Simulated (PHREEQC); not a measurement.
Solution (54 °C): 0.22 mol HCl per kg of water. Closed to the air; pH follows from the charge balance.

Model: ion-association model, phreeqc.dat, run in PHREEQC.

Each row changes one thing in this solution. No solid was allowed to form.

```
case                              pH  ionic strength (mol/kgw)
------------------------------  ----  ------------------------
as made                         0.76                     0.220
HCl from 0.22 to 0.198 mol/kgw  0.81                     0.198
0.35 mol/kgw NaF added             ?                     0.346
HCl from 0.22 to 0.33 mol/kgw   0.59                     0.330
diluted 10-fold with water         ?                         ?
0.051 mol/kgw NH3 added         0.88                     0.220
```

Fill in the missing entries.


- 0.35 mol/kgw NaF added, pH: 2.84
- diluted 10-fold with water, pH: 1.71
- diluted 10-fold with water, ionic strength (mol/kgw): 0.0220

Species that the database lacks are ignored. Away from 25 °C the constants follow the database's enthalpies or fits; those with neither stay at their 25 °C values.
